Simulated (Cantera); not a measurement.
Input: 1 mol Ta2O5, 0.31 mol C, 0.031 mol CO, equilibrated at 1002 °C.

Equilibrium computed with Cantera from the NASA thermochemical tables; the gas is ideal and each condensed phase is pure. Candidate condensed phases: C, Ta, TaC, Ta2O5; 15 gas species. Mutual solubility and eutectic melting of coexisting phases are not modelled. TaC: taken at fixed stoichiometry. Condensed phases not in the tables: Ta2C. Kinetics and transport are ignored.

log p: log10 of the partial pressure in bar; n: condensed amount in mol.

| P (Pa) | log p CO | log p CO2 | n TaC(s) | n Ta2O5(s) | n C(graphite) |
|---|---|---|---|---|---|
| 10 | -4.00 | -7.81 | 0.0886 | 0.956 | 0 |
| 42 | … | … | 0.0886 | 0.956 | 0 |
| 180 | -2.74 | -6.20 | 0.0886 | 0.956 | 0 |
| 750 | -2.13 | -5.40 | 0.0886 | 0.956 | 0 |
| 3200 | -1.50 | -4.59 | 0.0886 | 0.956 | 0 |
| 13000 | -0.89 | -3.81 | 0.0887 | 0.956 | 0 |
| 56000 | … | … | 0 | 1.00 | 0.310 |
| 240000 | 0.37 | -1.41 | 0 | 1.00 | 0.310 |
| 1000000 | 0.97 | -0.21 | 0 | 1.00 | 0.312 |

Problem. Fill in the missing entries.

Solution. 
- 56000, log p CO: -0.25
- 56000, log p CO2: -2.66
- 42, log p CO: -3.38
- 42, log p CO2: -7.01
